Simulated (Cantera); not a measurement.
CuO + H2 (hydrogen reduction and annealing atmospheres)

Input: 1 mol CuO, 0.48 mol H2, held at 1 atm.

Cantera equilibrium calculation (NASA polynomials, part measured and part estimated; ideal gas, pure solids and liquids). Candidate condensed phases: Cu, CuO, Cu(OH)2, Cu2O, H2O; 12 gas species. Each liquid is taken as pure. Mutual solubility and eutectic melting of coexisting phases are not modelled. The numbers say what is thermodynamically allowed, not how fast it happens.

From 923 K to 1123 K the condensed part is CuO(s) + Cu2O(s). From 1223 K to 1423 K the condensed part is Cu2O(s). From 1523 K to 2023 K the condensed part is Cu2O(l). At 2123 K the condensed part is Cu(l) + Cu2O(l).

```csv
T (K),x H2O,x O2,x Cu,x OH,x H2,x O,x CuO,n CuO(s),n Cu2O(s),n Cu2O(l),n Cu(l)
923,1.000,8.70e-6,<1e-12,5.70e-9,2.45e-9,<1e-12,<1e-12,0.0400,0.480,0,0
1023,1.000,0.000261,1.19e-12,1.06e-7,1.05e-8,5.00e-12,<1e-12,0.0395,0.480,0,0
1123,0.996,0.00418,4.67e-11,1.16e-6,3.52e-8,2.82e-10,1.43e-12,0.0319,0.484,0,0
1223,0.980,0.0204,1.19e-9,7.08e-6,1.38e-7,5.73e-9,6.13e-11,0,0.500,0,0
1323,0.980,0.0204,2.58e-8,2.38e-5,8.83e-7,3.77e-8,1.05e-9,0,0.500,0,0
1423,0.980,0.0204,3.60e-7,6.72e-5,4.36e-6,1.91e-7,1.20e-8,0,0.500,0,0
1523,0.979,0.0204,3.48e-6,0.000166,1.75e-5,7.82e-7,9.72e-8,0,0,0.500,0
1623,0.979,0.0203,2.17e-5,0.000366,5.91e-5,2.70e-6,5.20e-7,0,0,0.500,0
1723,0.979,0.0203,0.000109,0.000738,0.000174,8.05e-6,2.27e-6,0,0,0.500,0
1823,0.977,0.0204,0.000452,0.00138,0.000453,2.14e-5,8.36e-6,0,0,0.500,0
1923,0.974,0.0206,0.00160,0.00241,0.00106,5.17e-5,2.68e-5,0,0,0.500,0
2023,0.967,0.0215,0.00496,0.00401,0.00224,0.000116,7.66e-5,0,0,0.499,0
2123,0.943,0.0328,0.0124,0.00695,0.00358,0.000293,0.000217,0,0,0.487,0.0202
```
x: gas mole fraction; n: condensed amount in mol.
